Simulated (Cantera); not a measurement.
## Transport properties of process gases

Gas mixture: 85.6 % NO, 14.4 % N2, at 7500 Torr, frozen composition.

Cantera's kinetic-theory transport with the Lennard-Jones parameters of GRI-Mech 3.0, ideal gas; thermal conductivity in the multicomponent form. The composition is frozen, though it would react at the higher temperatures.

```
T (K)  ρ (kg/m³)  cp (J/kg/K)  μ (µPa s)  λ (mW/m/K)     Pr  D (cm²/s) NO  D (cm²/s) N2  D (cm²/s) CH4
-----  ---------  -----------  ---------  ----------  -----  ------------  ------------  -------------
400         8.94         1005       23.0        32.5  0.711        0.0343        0.0343         0.0374
550         6.50         1033       28.7        41.9  0.708        0.0592        0.0592         0.0649
700         5.11         1071       33.8        51.2  0.708        0.0889        0.0889         0.0979
850         4.21         1108       38.4        60.2  0.707         0.123         0.123          0.136
1000        3.57         1138       42.7        68.8  0.707         0.161         0.161          0.178
1150        3.11         1159       46.8        76.8  0.707         0.204         0.204          0.225
1300        2.75         1177       50.7        84.5  0.707         0.250         0.250          0.276
```
D: mixture-averaged diffusion coefficient of that species in the mixture.
